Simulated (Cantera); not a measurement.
**Silicon etching in halogen gases: Si + Cl2**

Charge: 1 mol Si, a varied amount of Cl2, at 100 Torr.

Method: chemical equilibrium by Gibbs-energy minimisation in Cantera with the NASA 1993 tables (ideal gas, pure condensed phases). Candidate condensed phases: Si; 9 gas species. The tables' values for SiCl3 are old estimates. The numbers say what is thermodynamically allowed, not how fast it happens.

Stable condensed phases:

```
T in K \ n(Cl2) in mol
         0.94  1.3  1.7  2.2    3    4  5.3    7
   1773     A    B    B    B    B    B    B    B
   1673     A    B    B    B    B    B    B    B
   1573     A    B    B    B    B    B    B    B
   1473     A    A    B    B    B    B    B    B
   1373     A    A    B    B    B    B    B    B
   1273     A    A    A    B    B    B    B    B
   1173     A    A    A    B    B    B    B    B
   1073     A    A    A    B    B    B    B    B
    973     A    A    A    B    B    B    B    B
    873     A    A    A    B    B    B    B    B
    773     A    A    A    B    B    B    B    B
    673     A    A    A    B    B    B    B    B
    573     A    A    A    B    B    B    B    B
```

A: Si; B: gas only.
